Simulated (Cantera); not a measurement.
Mixture: 12.6 % CH4, 13.2 % O2, 74.2 % N2, equivalence ratio 1.9, at 0.600 bar, adiabatic and at constant volume. Ignition delay is the time to a rise of 400 K.

Cantera simulation using GRI-Mech 3.0 (53 species, 325 reactions); the numbers are that mechanism's predictions, not measurements.

Predict: delay at 1225 K; delay at 1300 K; delay at 1375 K; delay at 1450 K; delay at 1525 K; apparent activation energy between 1375 and 1525 K.


* **delay at 1225 K**: 95.2 ms
* **delay at 1300 K**: 33.5 ms
* **delay at 1375 K**: 12.6 ms
* **delay at 1450 K**: 5.12 ms
* **delay at 1525 K**: 2.25 ms
* **apparent activation energy between 1375 and 1525 K**: 200 kJ/mol
